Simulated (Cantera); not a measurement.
Input: 1 mol borazine, 66 mol H₂, at 0.315 Torr.

Cantera equilibrium calculation (NASA polynomials, part measured and part estimated; ideal gas, pure solids and liquids). Candidate condensed phases: B, BN; 15 gas species. The feed counts by its element totals alone. Mutual solubility and eutectic melting of coexisting phases are not modelled. The tables' values for BH₂ are old estimates; treat these amounts as uncertain. Equilibrium is a limit: real reactors are often held back by kinetics, nucleation or transport.

x: gas mole fraction; n: condensed amount in mol.

```tsv
T (K)	x H₂	x H	x N₂	x BH₂	x B	x BH	n BN(s)	n B(s)
1198	1.000	9.28e-6	1.82e-8	3.30e-8	<1e-12	<1e-12	3.00	0
1273	1.000	3.48e-5	1.02e-7	1.94e-7	<1e-12	1.52e-12	3.00	0
1348	1.000	?	?	9.29e-7	?	?	3.00	0
1423	1.000	0.000324	1.92e-6	3.76e-6	3.61e-10	3.31e-10	3.00	0
1498	0.999	?	?	9.68e-6	?	?	3.00	?
1573	0.998	0.00198	8.31e-5	2.03e-5	3.66e-8	1.26e-8	2.99	0.0101
1648	0.995	0.00433	0.000471	3.96e-5	2.54e-7	5.71e-8	2.93	0.0624
1723	0.989	0.00885	0.00229	7.25e-5	1.49e-6	2.26e-7	2.68	0.313
1798	0.973	0.0169	0.00976	0.000125	7.49e-6	7.92e-7	1.63	1.36
1873	0.948	0.0307	0.0209	0.000203	3.31e-5	2.49e-6	0	2.98
```

**Question.** What belongs in the gaps?

**Answer.** 
- 1348, x H: 0.000113
- 1348, x N₂: 4.80e-7
- 1348, x B: 1.61e-11
- 1348, x BH: 2.62e-11
- 1498, x H: 0.000838
- 1498, x N₂: 1.23e-5
- 1498, x B: 4.34e-9
- 1498, x BH: 2.38e-9
- 1498, n B(s): 0.00102
